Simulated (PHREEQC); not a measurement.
NaHCO3 is added in steps, without added water, to 1 kg of water holding 0.0036 mol NH4HF2, 0.00032 mol (NH4)2SiF6 and 0.002 mol H3BO3, at 25 °C. Oxygen alone is held at its pressure in air (log pO2 = -0.68). No CO2 enters from the air. Only these solids could form: SiO2(a).

Base run: PHREEQC, ion-association model, phreeqc.dat. Each further column changes one thing. The table gives SiF6-2 (mol/kgw).

| NaHCO3 added (mol) | base | database wateq4f.dat | Davies equation for every ion | all activity coefficients set to 1 | Debye-Hückel limiting law |
|---|---|---|---|---|---|
| 0 | 0.000294 | 0.000294 | 0.000295 | 0.000292 | 0.000295 |
| 0.002531 | 0.000217 | 0.000217 | 0.000217 | 0.000210 | 0.000218 |
| 0.004219 | 4.51e-5 | 4.49e-5 | 4.53e-5 | 4.17e-5 | 4.57e-5 |
| 0.00675 | 5.53e-10 | 5.53e-10 | 5.74e-10 | 4.57e-10 | 5.85e-10 |
| 0.009281 | 1.96e-11 | 1.96e-11 | 2.05e-11 | 1.60e-11 | 2.10e-11 |
| 0.01097 | 5.46e-12 | 5.47e-12 | 5.75e-12 | 4.40e-12 | 5.89e-12 |
| 0.0135 | 1.39e-12 | 1.39e-12 | 1.47e-12 | 1.10e-12 | 1.51e-12 |
| 0.01603 | 5.04e-13 | 5.05e-13 | 5.37e-13 | 3.96e-13 | 5.56e-13 |
| 0.01772 | 2.90e-13 | 2.90e-13 | 3.10e-13 | 2.26e-13 | 3.22e-13 |
| 0.02025 | 1.43e-13 | 1.43e-13 | 1.54e-13 | 1.10e-13 | 1.60e-13 |
| 0.02278 | 7.89e-14 | 7.90e-14 | 8.54e-14 | 6.02e-14 | 8.92e-14 |
| 0.02447 | 5.55e-14 | 5.56e-14 | 6.03e-14 | 4.21e-14 | 6.32e-14 |
| 0.027 | 3.46e-14 | 3.46e-14 | 3.78e-14 | 2.60e-14 | 3.98e-14 |

SiF6-2 is the database's only silicon fluoride. Real BF4- forms and hydrolyses slowly; the run takes it at equilibrium. phreeqc.dat and wateq4f.dat share most of their constants, so their agreement is no independent check. Solids allowed in the column 'database wateq4f.dat': SiO2(a), Nahcolite, Natron.
